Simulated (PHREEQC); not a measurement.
# Copper plating or etch bath: speciation

Solution (20 °C): 1 mmol/kgw Cu(BF4)2, 16 mmol/kgw HBF4 and 53 mmol/kgw H3BO3. Closed to the air; pH follows from the charge balance.

Equilibrium calculation in PHREEQC: ion-association model, phreeqc.dat.

Each row changes one thing in this solution. No solid was allowed to form.

```json
[
 {"case": "as made", "pH": "1.84", "ionic strength (mol/kgw)": "0.0192", "H3BO3 (mol/kgw)": "0.0529", "BF4- (mol/kgw)": "0.0155", "HF (mol/kgw)": "0.00282", "BF3OH- (mol/kgw)": "0.00183"},
 {"case": "HBF4 from 0.016 to 0.16 mol/kgw", "pH": "0.89", "ionic strength (mol/kgw)": "0.163", "H3BO3 (mol/kgw)": "0.0530", "BF4- (mol/kgw)": "0.155", "HF (mol/kgw)": "0.00800", "BF3OH- (mol/kgw)": "0.00620"},
 {"case": "temperature from 20 to 25 °C", "pH": "1.84", "ionic strength (mol/kgw)": "0.0192", "H3BO3 (mol/kgw)": "0.0530", "BF4- (mol/kgw)": "0.0154", "HF (mol/kgw)": "0.00312", "BF3OH- (mol/kgw)": "0.00181"},
 {"case": "diluted 2-fold with water", "pH": "2.13", "ionic strength (mol/kgw)": "0.00960", "H3BO3 (mol/kgw)": "0.0267", "BF4- (mol/kgw)": "0.00732", "HF (mol/kgw)": "0.00238", "BF3OH- (mol/kgw)": "0.00103"},
 {"case": "temperature from 20 to 75 °C", "pH": "1.88", "ionic strength (mol/kgw)": "0.0181", "H3BO3 (mol/kgw)": "0.0541", "BF4- (mol/kgw)": "0.0138", "HF (mol/kgw)": "0.00880", "BF3OH- (mol/kgw)": "0.00162"},
 {"case": "diluted 10-fold with water", "pH": "2.75", "ionic strength (mol/kgw)": "0.00215", "H3BO3 (mol/kgw)": "0.00570", "BF4- (mol/kgw)": "0.00101", "HF (mol/kgw)": "0.00151", "BF3OH- (mol/kgw)": "0.000222"},
 {"case": "H3BO3 from 0.053 to 0.0265 mol/kgw", "pH": "1.85", "ionic strength (mol/kgw)": "0.0190", "H3BO3 (mol/kgw)": "0.0267", "BF4- (mol/kgw)": "0.0157", "HF (mol/kgw)": "0.00335", "BF3OH- (mol/kgw)": "0.00156"}
]
```

Constants without temperature data keep their 25 °C values here. Real BF4- forms and hydrolyses slowly; the run takes it at equilibrium.
